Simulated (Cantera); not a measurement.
Charge: 1 mol CsCl, 0.15 mol O2, 410 mol H2, at 1375 °C and 4.20e-5 bar.

Equilibrium computed with Cantera from the NASA thermochemical tables; the gas is ideal and each condensed phase is pure. Candidate condensed phases: Cs, CsCl, CsOH, H2O; 22 gas species. Equilibrium is a limit: real reactors are often held back by kinetics, nucleation or transport.

Base state: H2 0.982, H 0.0136, Cs 0.00127, HCl 0.00126, CsCl 0.00115, H2O 0.000724, Cl 1.36e-5 (mole fractions); condensed: gas only.

### Question
What changes in the equilibrium state with this change: temperature from 1375 °C to 552 °C?

### Answer
| species | before | after |
|---|---|---|
| H2 | 0.982 | 0.997 |
| CsCl | 0.00115 | 0.00240 |
| H2O | 0.000724 | 0.000730 |
| H | 0.0136 | 1.22e-9 |
| Cs | 0.00127 | 5.36e-7 |
| Cs2Cl2 | <1e-9 | 1.50e-5 |
| Cl | 1.36e-5 | <1e-9 |
| HCl | 0.00126 | 5.54e-7 |
